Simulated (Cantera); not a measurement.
## Thermodynamics of carbon deposition, reforming and gasification, feed C + H₂

Charge: 1 mol C, 2.3 mol H₂, at 2625 K and 0.0300 bar.

Cantera equilibrium calculation (NASA polynomials, part measured and part estimated; ideal gas, pure solids and liquids). Candidate condensed phases: C, C₆H₆, C₇H₈, C₈H₁₈; 76 gas species. Rates play no part.

```
Quantity                  Value
--------------------  ---------
x(H₂)                     0.770
x(H)                      0.215
x(C₂H₂ (acetylene))      0.0138
x(C₂H)                 0.000355
x(C₃)                  0.000105
x(C₄H₂)                0.000102
x(C)                    2.85e-5
x(C₂H₂ (vinylidene))    1.60e-5
x(CH₃)                  1.08e-5
n(C(graphite))        0.925 mol
gas amount            2.578 mol
```
